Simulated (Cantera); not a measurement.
Feed: 1 mol B₂H₆, 1.4 mol O₂, 1.7 mol N₂, at 1.00 bar.

These are equilibrium values from Cantera (NASA tables, ideal gas, pure condensed phases), not measurements of a reactor. Candidate condensed phases: B, BN, B₂O₃, B₃O₃H₃, H₂O; 39 gas species. The feed counts by its element totals alone. Mutual solubility and eutectic melting of coexisting phases are not modelled. Rates play no part.

Q: At 1600 °C, list the 5 most abundant gas species with their mole fractions, and the condensed phases.

A: H₂ 0.613, N₂ 0.343, HBO₂ 0.0176, HBO 0.0130, B₂O₃ 0.00907. Condensed: BN(s) + B₂O₃(l).
